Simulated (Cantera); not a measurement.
Gas mixture: CH₄ : C₂H₆ : NH₃ : C₂H₄ = 0.9 : 0.75 : 0.94 : 0.71 (molar parts), at 100.0 Torr, frozen composition.

Cantera's kinetic-theory transport with the Lennard-Jones parameters of GRI-Mech 3.0, ideal gas; thermal conductivity in the multicomponent form. Polar gases are described roughly by these parameters. The composition is frozen, though it would react at the higher temperatures.

D: mixture-averaged diffusion coefficient of that species in the mixture.

```json
[
 {"T (K)": "400", "ρ (kg/m³)": "0.0886", "cp (J/kg/K)": "2181", "μ (µPa s)": "13.5", "λ (mW/m/K)": "?", "Pr": "0.717", "D (cm²/s) CH₄": "2.38", "D (cm²/s) H₂": "8.56", "D (cm²/s) O": "3.67"},
 {"T (K)": "650", "ρ (kg/m³)": "0.0545", "cp (J/kg/K)": "2994", "μ (µPa s)": "20.6", "λ (mW/m/K)": "?", "Pr": "0.730", "D (cm²/s) CH₄": "5.75", "D (cm²/s) H₂": "19.6", "D (cm²/s) O": "8.59"},
 {"T (K)": "900", "ρ (kg/m³)": "0.0394", "cp (J/kg/K)": "3596", "μ (µPa s)": "26.6", "λ (mW/m/K)": "?", "Pr": "0.735", "D (cm²/s) CH₄": "10.2", "D (cm²/s) H₂": "33.9", "D (cm²/s) O": "15.0"},
 {"T (K)": "1150", "ρ (kg/m³)": "0.0308", "cp (J/kg/K)": "4078", "μ (µPa s)": "32.0", "λ (mW/m/K)": "?", "Pr": "0.737", "D (cm²/s) CH₄": "15.5", "D (cm²/s) H₂": "51.1", "D (cm²/s) O": "22.6"},
 {"T (K)": "1400", "ρ (kg/m³)": "0.0253", "cp (J/kg/K)": "4430", "μ (µPa s)": "36.8", "λ (mW/m/K)": "?", "Pr": "0.738", "D (cm²/s) CH₄": "21.6", "D (cm²/s) H₂": "70.9", "D (cm²/s) O": "31.4"},
 {"T (K)": "1650", "ρ (kg/m³)": "0.0215", "cp (J/kg/K)": "4694", "μ (µPa s)": "41.3", "λ (mW/m/K)": "?", "Pr": "0.739", "D (cm²/s) CH₄": "28.4", "D (cm²/s) H₂": "93.1", "D (cm²/s) O": "41.3"}
]
```

Question: Complete the blanks.

Answer: 
- 400, λ (mW/m/K): 41.1
- 650, λ (mW/m/K): 84.4
- 900, λ (mW/m/K): 130
- 1150, λ (mW/m/K): 177
- 1400, λ (mW/m/K): 221
- 1650, λ (mW/m/K): 263
